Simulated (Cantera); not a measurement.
A perfectly stirred reactor is fed with 3.57 % NH3, 96.4 % N2, at 760 Torr; it is held at 1850 K, and followed from long to short residence time.

Detailed kinetics in Cantera: the gas-phase N/H chemistry of the illustrative SiF4/NH3 mechanism in the Surface Chemkin manual (1991). Walls and surfaces, which speed up NH3 decomposition in real reactors, are not modelled.

Task: Predict: x(NH3) at τ = 0.360 s; x(NH) at τ = 0.360 s; x(N2H4) at τ = 0.360 s; x(N2) at τ = 0.360 s; x(H) at τ = 0.360 s; x(NH3) at τ = 11.0 ms; x(NH) at τ = 11.0 ms; x(N2H4) at τ = 11.0 ms; x(N2) at τ = 11.0 ms; x(H) at τ = 11.0 ms.

Result: 
```
Quantity                  Value
----------------------  -------
x(NH3) at τ = 0.360 s    0.0142
x(NH) at τ = 0.360 s    1.49e-6
x(N2H4) at τ = 0.360 s  2.64e-9
x(N2) at τ = 0.360 s      0.955
x(H) at τ = 0.360 s     3.11e-5
x(NH3) at τ = 11.0 ms    0.0339
x(NH) at τ = 11.0 ms    1.34e-6
x(N2H4) at τ = 11.0 ms  1.56e-8
x(N2) at τ = 11.0 ms      0.963
x(H) at τ = 11.0 ms     2.84e-6
```
